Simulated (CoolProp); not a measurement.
R113 along the isobar 9.36 bar: fugacity coefficient from the reference equation and from simpler models built on Tc = 487.2 K, pc = 33.92 bar, ω = 0.253; each cubic takes its own stable root.

Computed with CoolProp (reference Helmholtz-energy equation of state, Marx 1992).

| T (K) | phase | reference |
|---|---|---|
| 415.5 | gas | 0.8444 |
| 421.5 | gas | 0.8518 |
| 427.6 | gas | 0.8588 |
| 433.6 | gas | 0.8652 |
| 439.6 | gas | 0.8712 |
| 445.7 | gas | 0.8770 |
| 451.7 | gas | 0.8823 |
| 457.7 | gas | 0.8874 |
| 463.8 | gas | 0.8922 |
| 469.8 | gas | 0.8967 |
| 475.9 | gas | 0.9010 |
| 481.9 | gas | 0.9050 |
| 487.9 | gas | 0.9089 |
| 494 | gas | 0.9126 |
| 500 | gas | 0.9160 |

Q: How far does each simpler model (van der Waals, Redlich-Kwong, Soave-Redlich-Kwong, Peng-Robinson) lie from the reference over these 15 states: mean and median of the absolute difference, and the worst?

A: 
- van der Waals: mean 2.2 %, median 2.0 %, worst +4.3 % at 415.5 K and 9.36 bar
- Redlich-Kwong: mean 0.4 %, median 0.2 %, worst +1.2 % at 415.5 K and 9.36 bar
- Soave-Redlich-Kwong: mean 0.1 %, median 0.1 %, worst +0.1 % at 415.5 K and 9.36 bar
- Peng-Robinson: mean 1.2 %, median 1.2 %, worst -1.2 % at 451.7 K and 9.36 bar
